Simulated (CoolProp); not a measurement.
Decamethylcyclopentasiloxane (D5) at several states: density (kg/m³) from the reference equation and from simpler models built on Tc = 345.1 °C, pc = 1078 kPa, ω = 0.631; each cubic takes its own stable root.

Values from CoolProp's reference Helmholtz-energy equation of state, Thol 2019.

| T (°C) | p (kPa) | phase | reference | van der Waals | Redlich-Kwong | Soave-Redlich-Kwong | Peng-Robinson |
|---|---|---|---|---|---|---|---|
| 209.05 | 1330 | liquid | 753.2 | 433.4 | 607.2 | 662.7 | 748.3 |
| 107.25 | 21.2 | liquid | ___ | ___ | 2.552 | 752.7 | 847.4 |
| -34.45 | 60.4 | liquid | 1019 | 540.1 | 805.0 | ___ | 934.2 |
| 89.15 | 22.5 | liquid | 885.1 | 2.831 | 713.1 | 766.2 | 861.8 |
| 276.75 | 95 | gas | 8.118 | ___ | ___ | 8.099 | 8.130 |

Fill in the missing entries.


- 107.25, reference: 865.6
- 107.25, van der Waals: 2.531
- -34.45, Soave-Redlich-Kwong: 835.1
- 276.75, van der Waals: 7.989
- 276.75, Redlich-Kwong: 8.052

At some of these states van der Waals, Redlich-Kwong gives the other phase, because its saturation line lies elsewhere.
